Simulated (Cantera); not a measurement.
**Ignition delay**

Mixture: 13.9 % H₂, 12.6 % O₂, 73.3 % N₂, 0.125 % NO, at 900 Torr, adiabatic and at constant pressure. Ignition delay is the time to a rise of 400 K.

Cantera simulation using GRI-Mech 3.0 (53 species, 325 reactions); the numbers are that mechanism's predictions, not measurements. The mechanism lacks 2 NO + O2 → 2 NO2 and HONO, so NO2 and the effect of NO are under-described below about 1400 K. Where the delays flatten at high temperature, the 400 K rule measures the pace of heat release, not the induction time.

```csv
T0 (K),delay (ms)
1150,0.0777
1225,0.0542
1300,0.0422
1375,0.0358
1450,0.0328
1525,0.0318
1600,0.0322
1675,0.0338
```
